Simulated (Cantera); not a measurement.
A freely propagating, adiabatic, planar premixed flame of H2 : O2 : N2 = 1 : 0.357 : 1.57 (molar parts), unburnt at 348 K and 0.230 bar; mixture-averaged transport, grid criteria slope 0.08 and curve 0.16, no radiation.

Model: the H2/O2 subset of GRI-Mech 3.0, which has no nitrogen chemistry, integrated in Cantera. Burning velocities carry a grid error of a few per cent, more on coarse grids.

**Question.** Predict: laminar burning velocity; thermal thickness; peak x(HO2); peak x(O); peak x(H2O2).

**Answer.** 
- laminar burning velocity = 279 cm/s
- thermal thickness = 2.61 mm
- peak x(HO2) = 0.000168
- peak x(O) = 0.00647
- peak x(H2O2) = 4.50e-5
